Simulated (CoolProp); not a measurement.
The numbers come from the reference Helmholtz-energy equation of state, Zhou 2012 in CoolProp.

**Question.** For m-xylene, give the phase and the Z, speed of sound (m/s), isothermal compressibility (1/MPa), Prandtl number at 120.35 °C and 6.6 MPa.

**Answer.** 
- 120.35 °C and 6.6 MPa: liquid; Z 0.274, speed of sound 997, isothermal compressibility 0.00162, Prandtl number 4.98

Viscosity comes from a separate model (Cao 2016). Thermal conductivity comes from a separate model (Mylona 2014).
